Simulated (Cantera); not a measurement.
Charge: 1 mol AlN, 0.015 mol C, 3.4 mol N₂, held at 2098 K and 0.630 Torr.

Equilibrium computed with Cantera from the NASA thermochemical tables; the gas is ideal and each condensed phase is pure. Candidate condensed phases: Al, AlN, C; 16 gas species. The numbers say what is thermodynamically allowed, not how fast it happens.

Base state: N₂ 0.796, Al 0.204, CN 5.88e-5 (mole fractions); condensed: C(graphite).

**Question.** What changes in the equilibrium state with this change: temperature from 2098 K to 2348 K?

**Answer.** 
```
species            before     after
----------------  -------  --------
N₂                  0.796     0.795
Al                  0.204     0.204
CN                5.88e-5  0.000826
C₃                3.29e-7   4.74e-5
C                 2.71e-7   2.14e-5
C₂N₂              3.48e-6   2.34e-5
C(graphite), mol   0.0147   0.00987
```
